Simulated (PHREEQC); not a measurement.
**Leach liquor: an equilibrium model**

Solution (25 °C): 0.3 mol H2SO4, 0.0094 mol LiCl and 0.00078 mol MnSO4 per kg of water. It is in equilibrium with CO2 at log p = -2 (atm). Otherwise closed; pH follows from the charge balance.

The numbers come from PHREEQC with the ion-association model, phreeqc.dat.

| Item | Value |
|---|---|
| pH | 0.59 |
| ionic strength | 0.378 mol/kgw |
| activity of water | 0.989 |
| specific conductance | 99500 µS/cm |
| density | 1.015 g/cm³ |
| total alkalinity | -600 meq/kg |

```
species  molality  activity   log γ
-------  --------  --------  ------
H+          0.334     0.258  -0.111
HSO4-       0.267     0.195  -0.136
SO4-2      0.0338   0.00776  -0.639
Cl-       0.00939   0.00629  -0.175
Li+       0.00908   0.00655  -0.142
Mn+2     0.000577  0.000156  -0.567
LiSO4-   0.000318  0.000222  -0.156
```

No solid was allowed to form.
